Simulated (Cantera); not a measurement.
A closed system holds: 1 mol Cr, 0.28 mol N₂O, 410 mol H₂, 7.5 mol O₂, held at 2375 K.

These are equilibrium values from Cantera (NASA tables, ideal gas, pure condensed phases), not measurements of a reactor. Candidate condensed phases: Cr, CrN, Cr₂N, Cr₂O₃, H₂O; 29 gas species. Rates play no part.

x: gas mole fraction; nothing condenses.

```json
[
 {"P (Pa)": "0.100", "x H": "0.975", "x H₂": "0.00478", "x H₂O": "3.65e-6", "x O": "0.0182", "x OH": "0.000133", "x Cr": "0.00120", "x N₂": "0.000335"},
 {"P (Pa)": "1", "x H": "0.935", "x H₂": "0.0440", "x H₂O": "0.000322", "x O": "0.0174", "x OH": "0.00122", "x Cr": "0.00124", "x N₂": "0.000347"},
 {"P (Pa)": "10", "x H": "0.717", "x H₂": "0.258", "x H₂O": "0.00955", "x O": "0.00881", "x OH": "0.00472", "x Cr": "0.00148", "x N₂": "0.000424"},
 {"P (Pa)": "100", "x H": "…", "x H₂": "…", "x H₂O": "…", "x O": "…", "x OH": "…", "x Cr": "…", "x N₂": "…"},
 {"P (Pa)": "1000", "x H": "…", "x H₂": "…", "x H₂O": "0.0336", "x O": "…", "x OH": "…", "x Cr": "0.00219", "x N₂": "0.000636"},
 {"P (Pa)": "10000", "x H": "0.0427", "x H₂": "0.918", "x H₂O": "0.0360", "x O": "9.33e-6", "x OH": "0.000298", "x Cr": "0.00229", "x N₂": "0.000666"},
 {"P (Pa)": "100000", "x H": "0.0137", "x H₂": "0.946", "x H₂O": "0.0367", "x O": "9.24e-7", "x OH": "9.48e-5", "x Cr": "0.00233", "x N₂": "0.000676"},
 {"P (Pa)": "1000000", "x H": "0.00436", "x H₂": "0.956", "x H₂O": "0.0370", "x O": "9.21e-8", "x OH": "3.00e-5", "x Cr": "0.00234", "x N₂": "0.000678"}
]
```

Task: Some entries are withheld; supply them.

Result: 
- 100, x H: 0.350
- 100, x H₂: 0.617
- 100, x H₂O: 0.0267
- 100, x O: 0.00103
- 100, x OH: 0.00270
- 100, x Cr: 0.00192
- 100, x N₂: 0.000558
- 1000, x H: 0.129
- 1000, x H₂: 0.834
- 1000, x O: 9.61e-5
- 1000, x OH: 0.000925
